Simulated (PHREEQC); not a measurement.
Make-up at 25 °C: 44 mmol/kgw LiBr. Closed to the air; pH follows from the charge balance.

Equilibrium calculation in PHREEQC: ion-association model, phreeqc.dat.

```json
{
 "ionic_strength": "0.0440 mol/kgw",
 "specific_conductance": "4400 µS/cm"
}
```

```json
[
 {"species": "Br-", "molality": "0.0440", "activity": "0.0359", "log γ": "-0.089"},
 {"species": "Li+", "molality": "0.0440", "activity": "0.0370", "log γ": "-0.076"},
 {"species": "OH-", "molality": "1.20e-7", "activity": "9.82e-8", "log γ": "-0.086"},
 {"species": "H+", "molality": "1.20e-7", "activity": "1.03e-7", "log γ": "-0.066"}
]
```

This is a speciation only: nothing precipitates in the calculation. Species that the database lacks are ignored.
